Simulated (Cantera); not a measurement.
Charge: 1 mol Si, 0.7 mol Cl2, 3.4 mol HF, equilibrated at 725 K and 100000 Pa.

Equilibrium computed with Cantera from the NASA thermochemical tables; the gas is ideal and each condensed phase is pure. Candidate condensed phases: Si; 37 gas species. Equilibrium is a limit: real reactors are often held back by kinetics, nucleation or transport.

Base state: H2 0.419, SiF4 0.274, HCl 0.258, SiCl4 0.0484, HF 2.69e-5, SiHCl3 2.42e-5, SiHF3 1.77e-5 (mole fractions); condensed: gas only.

**Question.** What changes in the equilibrium state with this change: temperature from 725 K to 1548 K?

**Answer.** 
```csv
species,before,after
H2,0.419,0.376
HCl,0.258,0.301
SiF4,0.274,0.249
SiCl4,0.0484,0.0216
SiF3,<1e-9,0.0137
SiCl2,<1e-9,0.00940
SiCl3,4.88e-9,0.00852
SiF2,<1e-9,0.000395
SiH2F2,<1e-9,0.000167
SiH2Cl2,<1e-9,8.21e-5
```
The tables' values for SiF3, SiCl3, SiF2 are old estimates; treat these amounts as uncertain.
